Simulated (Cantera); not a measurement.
## Diamond growth

A diamond (100) surface in a fixed gas of H2 with x(CH4) = 0.0037, x(H) = 0.014, at 1000 K, 24.8 Torr; coverages are run to steady state.

Cantera simulation using the Harris–Goodwin 1993 mechanism for the reconstructed diamond (100) surface; the numbers are that mechanism's predictions, not measurements.

| x(CH3) | growth (µm/h) | θ c6HH | θ c6H* | θ c6*H | θ c6** | θ c6HM |
|---|---|---|---|---|---|---|
| 1e-06 | 0.0172 | 0.597 | 0.0184 | 0.375 | 0.00980 | 3.83e-5 |
| 2.1e-06 | 0.0361 | 0.597 | 0.0184 | 0.375 | 0.00980 | 8.04e-5 |
| 4.3e-06 | 0.0740 | 0.597 | 0.0184 | 0.375 | 0.00980 | 0.000165 |
| 8.9e-06 | 0.153 | 0.596 | 0.0184 | 0.375 | 0.00980 | 0.000341 |
| 1.8e-05 | 0.309 | 0.596 | 0.0184 | 0.375 | 0.00979 | 0.000689 |
| 3.8e-05 | 0.652 | 0.596 | 0.0184 | 0.374 | 0.00977 | 0.00145 |
| 8e-05 | 1.37 | 0.594 | 0.0183 | 0.373 | 0.00975 | 0.00305 |
| 0.00016 | 2.73 | 0.592 | 0.0183 | 0.372 | 0.00969 | 0.00607 |
| 0.00034 | 5.73 | 0.586 | 0.0181 | 0.368 | 0.00957 | 0.0128 |
θ: site fractions in the mechanism's names (c6HH fully hydrogenated, c6H* and c6*H radical sites, c6** diradical, c6HM methylated).
